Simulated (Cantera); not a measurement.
Charge: 1 mol SiH4, 0.45 mol H2O, 5.7 mol H2, held at 948.15 K and 0.170 bar.

These are equilibrium values from Cantera (NASA tables, ideal gas, pure condensed phases), not measurements of a reactor. Candidate condensed phases: H2O, Si, SiO2; 18 gas species. Equilibrium is a limit: real reactors are often held back by kinetics, nucleation or transport.

Task: What is the equilibrium state?

Result: 
| Property | Value |
|---|---|
| x(H2) | 1.00 |
| n(Si(s)) | 0.775 mol |
| n(SiO2(β-quartz)) | 0.225 mol |
| gas amount | 8.150 mol |
